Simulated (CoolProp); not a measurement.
Benzene along the isobar 356 kPa: Z from the reference equation and from simpler models built on Tc = 562.0 K, pc = 4906 kPa, ω = 0.211; each cubic takes its own stable root.

Model: reference Helmholtz-energy equation of state, Thol 2012, in CoolProp.

```
T (K)  phase  reference
-----  -----  ---------
443      gas     0.9428
448.1    gas     0.9451
453.2    gas     0.9472
458.3    gas     0.9492
463.4    gas     0.9512
468.4    gas     0.9530
473.5    gas     0.9547
478.6    gas     0.9564
483.7    gas     0.9579
488.7    gas     0.9594
493.8    gas     0.9608
498.9    gas     0.9622
```

**Question.** How far does each simpler model (van der Waals, Redlich-Kwong) lie from the reference over these 12 states: mean and median of the absolute difference, and the worst?

**Answer.** 
- van der Waals: mean 1.3 %, median 1.3 %, worst +1.9 % at 443 K and 356 kPa
- Redlich-Kwong: mean 0.4 %, median 0.4 %, worst +0.7 % at 443 K and 356 kPa
